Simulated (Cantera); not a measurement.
Input: 1 mol H2S, 0.22 mol O2, 1.9 mol N2, at 0.133 bar.

These are equilibrium values from Cantera (NASA tables, ideal gas, pure condensed phases), not measurements of a reactor. Candidate condensed phases: H2O, H2SO4, S; 60 gas species. Ions and electrons are included (thermal ionisation). Kinetics and transport are ignored.

log p: log10 of the partial pressure in bar; nothing condenses.

```json
[
 {"T (K)": "2000", "log p N2": "-1.13", "log p H": "-3.60", "log p H2": "-1.63", "log p S": "-3.39", "log p S2": "-1.79", "log p H2O": "-1.89", "log p O": "-6.97", "log p SO": "-2.89", "log p N": "-9.61", "log p SH": "-2.86", "log p H2S": "-2.75", "log p SO2": "-2.85"},
 {"T (K)": "2500", "log p N2": "-1.15", "log p H": "-2.40", "log p H2": "-1.59", "log p S": "-2.34", "log p S2": "-1.96", "log p H2O": "-2.14", "log p O": "-4.62", "log p SO": "-2.26", "log p N": "-7.11", "log p SH": "-2.54", "log p H2S": "-3.27", "log p SO2": "-2.79"},
 {"T (K)": "3000", "log p N2": "(withheld)", "log p H": "(withheld)", "log p H2": "(withheld)", "log p S": "(withheld)", "log p S2": "(withheld)", "log p H2O": "(withheld)", "log p O": "(withheld)", "log p SO": "(withheld)", "log p N": "(withheld)", "log p SH": "(withheld)", "log p H2S": "(withheld)", "log p SO2": "(withheld)"},
 {"T (K)": "3500", "log p N2": "-1.29", "log p H": "(withheld)", "log p H2": "(withheld)", "log p S": "-1.67", "log p S2": "(withheld)", "log p H2O": "(withheld)", "log p O": "(withheld)", "log p SO": "(withheld)", "log p N": "(withheld)", "log p SH": "(withheld)", "log p H2S": "(withheld)", "log p SO2": "(withheld)"},
 {"T (K)": "4000", "log p N2": "-1.32", "log p H": "-1.31", "log p H2": "-3.03", "log p S": "-1.62", "log p S2": "-3.95", "log p H2O": "-4.97", "log p O": "-2.02", "log p SO": "-3.14", "log p N": "-3.41", "log p SH": "-3.69", "log p H2S": "-6.42", "log p SO2": "-5.44"},
 {"T (K)": "4500", "log p N2": "-1.34", "log p H": "-1.31", "log p H2": "-3.69", "log p S": "-1.61", "log p S2": "-4.57", "log p H2O": "-6.33", "log p O": "-1.98", "log p SO": "-3.87", "log p N": "-2.71", "log p SH": "-4.23", "log p H2S": "-7.52", "log p SO2": "-6.95"},
 {"T (K)": "5000", "log p N2": "-1.37", "log p H": "-1.31", "log p H2": "-4.24", "log p S": "-1.62", "log p S2": "-5.10", "log p H2O": "-7.48", "log p O": "-1.98", "log p SO": "-4.50", "log p N": "-2.16", "log p SH": "-4.69", "log p H2S": "-8.44", "log p SO2": "-8.24"}
]
```

Question: What belongs in the gaps?

Answer: 
- 3500, log p H: -1.38
- 3500, log p H2: -2.30
- 3500, log p S2: -3.24
- 3500, log p H2O: -3.51
- 3500, log p O: -2.25
- 3500, log p SO: -2.42
- 3500, log p N: -4.30
- 3500, log p SH: -3.09
- 3500, log p H2S: -5.15
- 3500, log p SO2: -3.90
- 3000, log p N2: -1.21
- 3000, log p H: -1.68
- 3000, log p H2: -1.76
- 3000, log p S: -1.84
- 3000, log p S2: -2.48
- 3000, log p H2O: -2.57
- 3000, log p O: -3.11
- 3000, log p SO: -2.11
- 3000, log p N: -5.46
- 3000, log p SH: -2.63
- 3000, log p H2S: -4.01
- 3000, log p SO2: -3.07
